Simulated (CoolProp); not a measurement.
Computed with CoolProp (reference Helmholtz-energy equation of state, Lemmon 2006). It is a short technical equation, of lower accuracy than the large ones.

For isohexane, give the phase and the density (kg/m³), cv (kJ/(kg K)), speed of sound (m/s), expansivity (1/kK) at -44.35 °C and 0.536 MPa; -7.35 °C and 0.536 MPa; 4.95 °C and 0.536 MPa.


- -44.35 °C and 0.536 MPa: liquid; density 710, cv 1.46, speed of sound 1370, expansivity 1.21
- -7.35 °C and 0.536 MPa: liquid; density 678, cv 1.60, speed of sound 1200, expansivity 1.29
- 4.95 °C and 0.536 MPa: liquid; density 667, cv 1.65, speed of sound 1140, expansivity 1.33
